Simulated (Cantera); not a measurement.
A closed system holds: 1 mol PbS, 920 mol H₂, 11 mol N₂, equilibrated at 1.00 bar.

Cantera equilibrium calculation (NASA polynomials, part measured and part estimated; ideal gas, pure solids and liquids). Candidate condensed phases: Pb, PbS, S; 18 gas species. Rates play no part.

Q: Which condensed phases are stable at each of these points (T (°C)): 700, 800, 900, 1000, 1100, 1200, 1300, 1400, 1500, 1600, 1700, 1800, 1900?

A: 
```tsv
T (°C)	condensed phases	Pb condensed (%)
700	Pb(l)	98.9
800	Pb(l)	91.5
900	Pb(l)	54.4
1000	gas only	0.0
1100	gas only	0.0
1200	gas only	0.0
1300	gas only	0.0
1400	gas only	0.0
1500	gas only	0.0
1600	gas only	0.0
1700	gas only	0.0
1800	gas only	0.0
1900	gas only	0.0
```

From 700 °C to 900 °C the condensed part is Pb(l). From 1000 °C to 1900 °C nothing is condensed.
